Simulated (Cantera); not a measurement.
# Gas activation for diamond growth

An isothermal, constant-pressure homogeneous reactor starts with CH4 : H2 : H2O = 0.0077 : 1 : 0.056 (molar parts), at 2948 K and 0.266 atm.

Computed with Cantera and GRI-Mech 3.0 (53 species, 325 reactions).

```csv
t (s),x CH4,x H2,x C2H6,x CH3,x C2H,x H
6.00e-6,0.00600,0.931,1.10e-7,0.00115,6.19e-9,0.00914
1.84e-5,0.00452,0.916,2.21e-7,0.00214,5.16e-7,0.0251
5.66e-5,0.00171,0.892,6.61e-8,0.00166,1.05e-5,0.0521
0.000174,0.000235,0.872,1.71e-9,0.000337,1.20e-5,0.0762
0.000534,1.06e-6,0.841,<1e-12,2.26e-6,6.90e-8,0.110
0.00164,1.15e-11,0.778,<1e-12,4.15e-11,<1e-12,0.174
0.00504,3.97e-12,0.735,<1e-12,1.89e-11,<1e-12,0.219
0.0155,3.70e-12,0.731,<1e-12,1.80e-11,<1e-12,0.223
0.0476,3.70e-12,0.731,<1e-12,1.80e-11,<1e-12,0.223
0.146,3.70e-12,0.731,<1e-12,1.80e-11,<1e-12,0.223
0.449,3.70e-12,0.731,<1e-12,1.80e-11,<1e-12,0.223
1.38,3.70e-12,0.731,<1e-12,1.80e-11,<1e-12,0.223
4.24,3.70e-12,0.731,<1e-12,1.80e-11,<1e-12,0.223
13.0,3.70e-12,0.731,<1e-12,1.80e-11,<1e-12,0.223
40.0,3.70e-12,0.731,<1e-12,1.80e-11,<1e-12,0.223
```
x: mole fraction; the columns are a selection and need not sum to one.

Equilibrium at this temperature and pressure: CH4 3.94e-12, H2 0.731, C2H6 <1e-12, CH3 1.91e-11, C2H <1e-12, H 0.223 (gas phase only).
